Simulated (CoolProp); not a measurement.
Vapour-liquid equilibrium of acetone (1) + benzene (2) at 396.9 K; x and y are mole fractions of (1).

The numbers come from the multi-fluid Helmholtz-energy mixture model, Lemmon 2006 and Thol 2012; pair parameters Bell 2016 in CoolProp.

```
x     bubble pressure, mixture model (MPa)  bubble pressure, Raoult's law (MPa)  y, mixture model  y, Raoult's law
----  ------------------------------------  -----------------------------------  ----------------  ---------------
0.05                                0.3531                               0.3445             0.111            0.096
0.15                                0.3981                               0.3776                 ?            0.262
0.25                                0.4378                               0.4106             0.408            0.401
0.35                                0.4736                               0.4437             0.513            0.519
0.45                                     ?                               0.4767                 ?            0.622
0.55                                0.5370                               0.5098                 ?            0.710
0.65                                0.5659                               0.5428                 ?            0.789
0.75                                0.5936                               0.5759                 ?            0.858
0.85                                     ?                               0.6089             0.897            0.919
0.95                                0.6459                               0.6420                 ?            0.974
```

Problem. What belongs in the gaps?

Solution. 
- 0.15, y, mixture model: 0.280
- 0.45, bubble pressure, mixture model (MPa): 0.5064
- 0.45, y, mixture model: 0.602
- 0.55, y, mixture model: 0.682
- 0.65, y, mixture model: 0.757
- 0.75, y, mixture model: 0.828
- 0.85, bubble pressure, mixture model (MPa): 0.6202
- 0.95, y, mixture model: 0.966

The largest gap from Raoult's law is +6.7 % in bubble pressure, at x = 0.35. No azeotrope shows between x = 0.05 and 0.95.

Pair parameters are fitted to limited data, so mixtures are less certain than the pure fluids.
